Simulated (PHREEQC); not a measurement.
Solution (25 °C): 0.00092 mol H3AsO4, 0.00021 mol H2SO4 and 0.00061 mol NaCl per kg of water. Closed to the air; pH follows from the charge balance.

Computed with PHREEQC (ion-association model, wateq4f.dat).

This is a speciation only: nothing precipitates in the calculation.

Problem. Order these S species by the share of S that they hold, largest first: SO4-2, HSO4-, NaSO4-.

Solution. SO4-2 (91 %), HSO4- (8.5 %), NaSO4- (0.23 %)

The pH is 2.96 and the ionic strength 0.00196 mol/kgw.
